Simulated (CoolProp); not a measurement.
Model: reference Helmholtz-energy equation of state, Gao 2022, in CoolProp.

For n-perfluorohexane, give the phase and the cp (kJ/(kg K)), isothermal compressibility (1/MPa) at 419.8 K and 3.15 bar.


- 419.8 K and 3.15 bar: gas; cp 0.996, isothermal compressibility 3.49
